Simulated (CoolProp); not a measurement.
Vapour-liquid equilibrium of hydrogen sulfide (1) + n-hexane (2) at 321.2 K; x and y are mole fractions of (1).

Values from CoolProp's multi-fluid Helmholtz-energy mixture model, Lemmon 2006 and Thol 2019; pair parameters Kunz 2012.

```csv
x,bubble pressure (kPa),y at the bubble point,dew pressure at overall composition x (kPa),liquid density (mol/L)
0.05,238.1,0.786,53.10,7.332
0.2,841.2,0.939,63.30,7.647
0.35,1354,0.962,78.14,8.441
0.5,1778,0.972,101.8,9.752
0.65,2190,0.980,145.5,11.74
0.8,2650,0.987,254.7,14.71
0.95,3194,0.996,1029,19.07
```

No azeotrope shows between x = 0.05 and 0.95.

The pair parameters rest on a limited set of measurements; away from them the model extrapolates. The gap from Raoult's law changes sign with composition, which may be real or a fault of the pair parameters; it wasn't checked against measurements.
